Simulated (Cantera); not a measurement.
A Cantera script and what it prints.

```python
import numpy as np
import cantera as ct

gas_names = """
    H HO2 H2 H2O H2O2 O OH O2 O3 V VO VO2
""".split()
cond_names = """
    H2O(s) H2O(L) V(cr) V(L) VO(s) VO(L) V2O3(s) V2O3(L) V2O4(I) V2O4(II) V2O4(L) V2O5(s) V2O5(L)
""".split()


# ... load() reads the species with a 1 bar reference pressure and builds the phases ...
atoms = {
    'V2O5': {'V': 2, 'O': 5},
    'H2': {'H': 2},
    'H2O': {'H': 2, 'O': 1},
}
top_T = {}  # K; cautious upper limits of use, not melting points


# ... equilibrate(T, P, feed) seeds the gas with the atoms and calls Mixture.equilibrate('TP', solver="vcs", rtol=1e-11, max_steps=5000) ...
results = []
feed = {'V2O5': 1, 'H2': 7.1, 'H2O': 1}  # mol
P = 96  # Pa
for T in [1123, 1223, 1323, 1423, 1523, 1623, 1723, 1823, 1923, 2023, 2123]:
    mix = equilibrate(T, P, feed)
    results.append((T, P, feed, dict(zip(mix.species_names, mix.species_moles))))
    x = sorted(zip(gas.X, gas.species_names), reverse=True)
    print(f"T = {T:g} K  P = {P:g} Pa  gas = {mix.phase_moles(0):.4g} mol")
    print("   x: " + "  ".join(f"{s} {v:.3e}" for v, s in x if v > 0.0001))
    print("   condensed (mol): " + ("  ".join(f"{mix.phase(i).name} {mix.phase_moles(i):.4g}"
          for i in range(1, mix.n_phases) if mix.phase_moles(i) > 1e-12) or "none"))
```

Output:

```
T = 1123 K  P = 96 Pa  gas = 8.1 mol
   x: H2 6.296e-01  H2O 3.704e-01
   condensed (mol): V2O3(s) 1
T = 1223 K  P = 96 Pa  gas = 8.1 mol
   x: H2 6.296e-01  H2O 3.704e-01
   condensed (mol): V2O3(s) 1
T = 1323 K  P = 96 Pa  gas = 8.1 mol
   x: H2 6.296e-01  H2O 3.704e-01
   condensed (mol): V2O3(s) 1
T = 1423 K  P = 96 Pa  gas = 8.101 mol
   x: H2 6.295e-01  H2O 3.703e-01  H 1.701e-04
   condensed (mol): V2O3(s) 1
T = 1523 K  P = 96 Pa  gas = 8.103 mol
   x: H2 6.291e-01  H2O 3.702e-01  H 5.917e-04
   condensed (mol): V2O3(s) 1
T = 1623 K  P = 96 Pa  gas = 8.108 mol
   x: H2 6.282e-01  H2O 3.699e-01  H 1.768e-03
   condensed (mol): V2O3(s) 0.9996
T = 1723 K  P = 96 Pa  gas = 8.125 mol
   x: H2 6.258e-01  H2O 3.687e-01  H 4.656e-03  VO2 6.889e-04  OH 1.504e-04
   condensed (mol): V2O3(s) 0.9972
T = 1823 K  P = 96 Pa  gas = 8.181 mol
   x: H2 6.202e-01  H2O 3.642e-01  H 1.101e-02  VO2 4.119e-03  OH 4.500e-04
   condensed (mol): V2O3(s) 0.9831
T = 1923 K  P = 96 Pa  gas = 8.373 mol
   x: H2 6.078e-01  H2O 3.472e-01  H 2.370e-02  VO2 1.997e-02  OH 1.165e-03  VO 1.167e-04
   condensed (mol): V2O3(s) 0.9159
T = 2023 K  P = 96 Pa  gas = 9.032 mol
   x: H2 5.812e-01  H2O 2.910e-01  VO2 7.771e-02  H 4.673e-02  OH 2.437e-03  VO 7.200e-04  O 1.424e-04
   condensed (mol): V2O3(s) 0.6458
T = 2123 K  P = 96 Pa  gas = 10.57 mol
   x: H2 5.338e-01  H2O 1.883e-01  VO2 1.859e-01  H 8.460e-02  OH 3.689e-03  VO 3.292e-03  O 4.146e-04
   condensed (mol): none
```

Cantera equilibrium calculation (NASA polynomials, part measured and part estimated; ideal gas, pure solids and liquids). Condensed phases not in the tables: the oxides between V2O3 and V2O5 other than VO2.
